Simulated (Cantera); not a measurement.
An adiabatic, constant-volume homogeneous reactor starts with CH4 : O2 : N2 : H2O = 1 : 5.56 : 20.9 : 0.87 (molar parts), equivalence ratio 0.36, at 1623 K and 1.00 atm. Integrator tolerance rtol = 1e-08.

Detailed kinetics in Cantera: GRI-Mech 3.0 (53 species, 325 reactions).

Question: What does this change do: initial temperature 1623 to 950 K?

Answer: 
| quantity | before | after |
|---|---|---|
| time of steepest temperature rise | 0.317 ms | not reached |
| temperature at 0.500 s | 2422 K | 950 K |
| equilibrium temperature | 2422 K | 1923 K |
| x(CH4) at 0.500 s | <1e-12 (gas-phase equilibrium <1e-12) | 0.0353 (gas-phase equilibrium <1e-12) |
| x(O2) at 0.500 s | 0.116 (gas-phase equilibrium 0.116) | 0.196 (gas-phase equilibrium 0.123) |
| x(H2O) at 0.500 s | 0.0954 (gas-phase equilibrium 0.0954) | 0.0307 (gas-phase equilibrium 0.101) |
| x(H2) at 0.500 s | 0.000922 (gas-phase equilibrium 0.000922) | 7.04e-7 (gas-phase equilibrium 3.19e-5) |
| x(HCN) at 0.500 s | 1.53e-12 (gas-phase equilibrium 1.53e-12) | <1e-12 (gas-phase equilibrium <1e-12) |
| x(CH3) at 0.500 s | <1e-12 (gas-phase equilibrium <1e-12) | 2.96e-7 (gas-phase equilibrium <1e-12) |
| x(CH2O) at 0.500 s | 1.08e-12 (gas-phase equilibrium 1.08e-12) | 1.74e-5 (gas-phase equilibrium <1e-12) |
Below about 1000 K GRI-Mech 3.0 lacks low-temperature oxidation paths.
